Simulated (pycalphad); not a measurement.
An equivalent pycalphad script:

```python
from pycalphad import Database, equilibrium, calculate, variables as v
import numpy as np
db = Database('COST507.tdb')
comps = ['AL', 'SN', 'SI', 'VA']
phases = ['BCT_A5', 'DIAMOND_A4', 'FCC_A1', 'LIQUID']
eq = equilibrium(db, comps, phases, {v.X('SN'): 0.0106, v.X('SI'): 0.0467, v.T: np.arange(1850, 499, -50), v.P: 101325, v.N: 1}, output=['HM', 'SM'])
```

CALPHAD calculation (pycalphad, COST 507 light-alloy database (1999)), 1 atm. The data set is of 1999 and partly superseded. The system is extrapolated from its subsystems; higher-order compounds may be missing. Phase fractions are per mole of atoms.

Results at three of the temperatures:

```
T = 1450.00 K, P = 101325 Pa, N = 1 mol of atoms
G = -80989 J/mol, H = 46466 J/mol, S = 87.90 J/(mol K)  (SER reference)
chemical potentials (J/mol): Al -79361, Sn -161964, Si -95459
phase             fraction      x(Al)      x(Sn)      x(Si)
LIQUID              1.0000     0.9427     0.0106     0.0467
```

```
T = 1150.00 K, P = 101325 Pa, N = 1 mol of atoms
G = -55672 J/mol, H = 37016 J/mol, S = 80.60 J/(mol K)  (SER reference)
chemical potentials (J/mol): Al -54649, Sn -116624, Si -62492
phase             fraction      x(Al)      x(Sn)      x(Si)
LIQUID              1.0000     0.9427     0.0106     0.0467
```

```
T = 750.00 K, P = 101325 Pa, N = 1 mol of atoms
G = -27376 J/mol, H = 12682 J/mol, S = 53.41 J/(mol K)  (SER reference)
chemical potentials (J/mol): Al -27517, Sn -49803, Si -19438
phase             fraction      x(Al)      x(Sn)      x(Si)
FCC_A1              0.9468     0.9928     0.0011     0.0061
DIAMOND_A4          0.0409   1.06e-07   3.36e-07     1.0000
LIQUID              0.0123     0.2214     0.7776   0.000943
```

Changes of the phase set, refined by bisection:

```csv
T (K),phases above,phases below
896.6,LIQUID,FCC_A1 + LIQUID
839.3,FCC_A1 + LIQUID,DIAMOND_A4 + FCC_A1 + LIQUID
502.4,DIAMOND_A4 + FCC_A1 + LIQUID,BCT_A5 + DIAMOND_A4 + FCC_A1
```

FCC_A1 is fcc; DIAMOND_A4 is diamond (Si); BCT_A5 is bct (Sn).
